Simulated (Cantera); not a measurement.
An adiabatic, constant-pressure homogeneous reactor starts with CH4 : CO : O2 : N2 = 1 : 0.97 : 3.77 : 14.2 (molar parts), equivalence ratio 0.66, at 1300 K and 0.610 bar. Integrator tolerance rtol = 1e-08.

Detailed kinetics in Cantera: GRI-Mech 3.0 (53 species, 325 reactions).

Question: What does this change do: N2 14.2 to 18 parts?

Answer: 
```json
[
 {"quantity": "time of steepest temperature rise", "before": "13.1 ms", "after": "15.8 ms"},
 {"quantity": "temperature at 0.500 s", "before": "2470 K", "after": "2361 K"},
 {"quantity": "equilibrium temperature", "before": "2470 K", "after": "2361 K"},
 {"quantity": "x(CH4) at 0.500 s", "before": "<1e-12 (gas-phase equilibrium <1e-12)", "after": "<1e-12 (gas-phase equilibrium <1e-12)"},
 {"quantity": "x(CO) at 0.500 s", "before": "0.0138 (gas-phase equilibrium 0.0138)", "after": "0.00729 (gas-phase equilibrium 0.00729)"},
 {"quantity": "x(O2) at 0.500 s", "before": "0.0632 (gas-phase equilibrium 0.0632)", "after": "0.0523 (gas-phase equilibrium 0.0523)"},
 {"quantity": "x(OH) at 0.500 s", "before": "0.0107 (gas-phase equilibrium 0.0107)", "after": "0.00656 (gas-phase equilibrium 0.00656)"},
 {"quantity": "x(C2H6) at 0.500 s", "before": "<1e-12 (gas-phase equilibrium <1e-12)", "after": "<1e-12 (gas-phase equilibrium <1e-12)"},
 {"quantity": "x(H2O) at 0.500 s", "before": "0.0929 (gas-phase equilibrium 0.0929)", "after": "0.0805 (gas-phase equilibrium 0.0805)"}
]
```

Question: What does this change do: pressure from 0.610 bar to 10.0 bar?

Answer: 
```json
[
 {"quantity": "time of steepest temperature rise", "before": "13.1 ms", "after": "1.52 ms"},
 {"quantity": "temperature at 0.500 s", "before": "2470 K", "after": "2565 K"},
 {"quantity": "equilibrium temperature", "before": "2470 K", "after": "2565 K"},
 {"quantity": "x(CH4) at 0.500 s", "before": "<1e-12 (gas-phase equilibrium <1e-12)", "after": "<1e-12 (gas-phase equilibrium <1e-12)"},
 {"quantity": "x(CO) at 0.500 s", "before": "0.0138 (gas-phase equilibrium 0.0138)", "after": "0.00631 (gas-phase equilibrium 0.00631)"},
 {"quantity": "x(O2) at 0.500 s", "before": "0.0632 (gas-phase equilibrium 0.0632)", "after": "0.0602 (gas-phase equilibrium 0.0602)"},
 {"quantity": "x(OH) at 0.500 s", "before": "0.0107 (gas-phase equilibrium 0.0107)", "after": "0.00718 (gas-phase equilibrium 0.00718)"},
 {"quantity": "x(C2H6) at 0.500 s", "before": "<1e-12 (gas-phase equilibrium <1e-12)", "after": "<1e-12 (gas-phase equilibrium <1e-12)"},
 {"quantity": "x(H2O) at 0.500 s", "before": "0.0929 (gas-phase equilibrium 0.0929)", "after": "0.0973 (gas-phase equilibrium 0.0973)"}
]
```
